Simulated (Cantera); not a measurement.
# Si + Br₂ + N₂ (silicon etching in halogen gases)

Feed: 1 mol Si, 6.2 mol Br₂, a varied amount of N₂, equilibrated at 1623 K and 0.0133 bar.

Method: chemical equilibrium by Gibbs-energy minimisation in Cantera with the NASA 1993 tables (ideal gas, pure condensed phases). Candidate condensed phases: Br₂, Si, Si₃N₄; 13 gas species. The tables' values for SiBr₃ are old estimates; treat these amounts as uncertain. Kinetics and transport are ignored.

| n(N₂) (mol) | x Br | x N₂ | x SiBr₄ | x Br₂ | x SiBr₂ |
|---|---|---|---|---|---|
| 0.45 | 0.823 | 0.0455 | 0.0795 | 0.0301 | 0.0127 |
| 0.81 | 0.796 | 0.0788 | 0.0756 | 0.0281 | 0.0129 |
| 1.5 | 0.748 | 0.136 | 0.0690 | 0.0249 | 0.0134 |
| 2.6 | 0.684 | 0.213 | 0.0601 | 0.0208 | 0.0139 |
| 4.7 | 0.589 | 0.326 | 0.0473 | 0.0154 | 0.0148 |
| 8.5 | 0.474 | 0.462 | 0.0324 | 0.00997 | 0.0156 |
| 15 | 0.359 | 0.596 | 0.0189 | 0.00572 | 0.0159 |
x: gas mole fraction; nothing condenses.

From 0.45 mol N₂ to 15 mol N₂ nothing is condensed. The main Si-bearing gas is SiBr₄ throughout.
